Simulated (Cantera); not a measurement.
An isothermal, constant-pressure homogeneous reactor starts with NH₃ : H₂ = 1 : 0.21 (molar parts), at 2300 K and 1.09 atm. Integrator tolerance rtol = 1e-08.

Model: the gas-phase N/H chemistry of the illustrative SiF4/NH3 mechanism in the Surface Chemkin manual (1991), integrated in Cantera. Walls and surfaces, which speed up NH3 decomposition in real reactors, are not modelled.

### Question
What does this change do: temperature 2300 to 1448 K?

### Answer
```csv
quantity,before,after
x(NH₃) at 2.00 s,4.65e-6 (gas-phase equilibrium 4.58e-6),0.809 (gas-phase equilibrium 2.55e-5)
x(H₂) at 2.00 s,0.767 (gas-phase equilibrium 0.767),0.186 (gas-phase equilibrium 0.774)
x(NH) at 2.00 s,3.63e-8 (gas-phase equilibrium 3.58e-8),2.71e-8 (gas-phase equilibrium <1e-12)
x(NH₂) at 2.00 s,1.56e-7 (gas-phase equilibrium 1.54e-7),2.06e-5 (gas-phase equilibrium 5.42e-10)
x(N) at 2.00 s,1.78e-8 (gas-phase equilibrium 1.76e-8),3.38e-10 (gas-phase equilibrium <1e-12)
x(N₂H₄) at 2.00 s,<1e-12 (gas-phase equilibrium <1e-12),1.16e-7 (gas-phase equilibrium <1e-12)
x(N₂H₂) at 2.00 s,2.95e-12 (gas-phase equilibrium 2.95e-12),1.34e-7 (gas-phase equilibrium <1e-12)
```
